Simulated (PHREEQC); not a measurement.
## Brine: an equilibrium model

A solution holds 0.16 mol HCl, 0.043 mol K2SO4 and 1.2e-06 mol H4SiO4 per kg of water, at 15 °C. Closed to the air; pH follows from the charge balance.

All values are PHREEQC results (ion-association model, phreeqc.dat), not measurements.

No solid was allowed to form.

Task: Predict the pH, activity of water.

Result: pH 0.99; activity of water 0.993.

Task: In which forms is S present?

Result: HSO4- 73 %, SO4-2 24 %, KSO4- 3.2 % of the S.
